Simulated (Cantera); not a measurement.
A closed system holds: 1 mol SiO2, 3.7 mol CH4, 0.01 mol CO, held at 1350 K and 34.0 Pa.

Equilibrium computed with Cantera from the NASA thermochemical tables; the gas is ideal and each condensed phase is pure. Candidate condensed phases: C, C6H6, C7H8, C8H18, H2O, Si, SiC, SiO2; 123 gas species. Rates play no part.

### Question
What is the equilibrium state?

### Answer
* **x(H2)**: 0.786
* **x(CO)**: 0.213
* **x(SiO)**: 0.000208
* **x(H)**: 0.000115
* **x(CH4)**: 1.21e-6
* **n(C(graphite))**: 0.704 mol
* **n(SiC(s))**: 0.998 mol
* **gas amount**: 9.411 mol
* **log10 activity of Si(s) (absent)**: -2.42
